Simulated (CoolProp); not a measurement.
Properties of dimethyl carbonate along the isotherm 326.85 °C.

Computed with CoolProp (reference Helmholtz-energy equation of state, Zhou 2011).

```tsv
p (bar)	phase	density (kg/m³)	cp (kJ/(kg K))	cv (kJ/(kg K))	Joule-Thomson coefficient (K/MPa)	fugacity coefficient
1.55	gas	2.823	1.865	1.769	5.492	0.9915
2.34	gas	4.281	1.868	1.770	5.523	0.9872
3.53	gas	6.501	1.872	1.771	5.571	0.9807
5.33	gas	9.919	1.878	1.772	5.647	0.9709
8.04	gas	15.21	1.889	1.775	5.767	0.9562
12.1	gas	23.47	1.907	1.779	5.962	0.9345
18.3	gas	36.98	1.940	1.785	6.300	0.9018
27.6	gas	59.78	2.008	1.798	6.911	0.8535
41.6	gas	102.6	2.194	1.822	8.094	0.7823
62.8	supercritical	208.0	3.049	1.880	9.400	0.6768
94.8	supercritical	450.9	3.571	1.897	3.698	0.5370
143	supercritical	577.8	2.846	1.871	1.225	0.4204
216	supercritical	654.8	2.556	1.863	0.4588	0.3442
325	supercritical	716.3	2.405	1.864	0.1114	0.3046
491	supercritical	773.4	2.316	1.870	-0.07696	0.3012
```

The peak of cp marks the crossing from liquid-like to gas-like fluid above the critical point.
